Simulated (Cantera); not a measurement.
**Calcination and drying: CaCO3 + CO2 + O2 + C**

A closed system holds: 1 mol CaCO3, 0.32 mol CO2, 0.4 mol O2, 0.72 mol C, at 1725 °C.

Cantera equilibrium calculation (NASA polynomials, part measured and part estimated; ideal gas, pure solids and liquids). Candidate condensed phases: C, Ca, CaCO3, CaO; 15 gas species. The numbers say what is thermodynamically allowed, not how fast it happens.

```tsv
P (Pa)	x CO2	x CO	x O2	x O	n CaO(s)
10	0.566	0.384	0.0368	0.0127	1.000
42	0.641	0.340	0.0143	0.00385	1.000
180	0.673	0.321	0.00414	0.00100	1.000
750	0.683	0.316	0.00106	0.000248	1.000
3200	0.685	0.314	0.000252	5.86e-5	1.000
13000	0.686	0.314	6.23e-5	1.44e-5	1.00
56000	0.686	0.314	1.45e-5	3.35e-6	1.00
240000	0.686	0.314	3.38e-6	7.83e-7	1.00
1000000	0.686	0.314	8.11e-7	1.88e-7	1.00
```
x: gas mole fraction; n: condensed amount in mol.

From 10.0 Pa to 10.0 bar the condensed part is CaO(s).
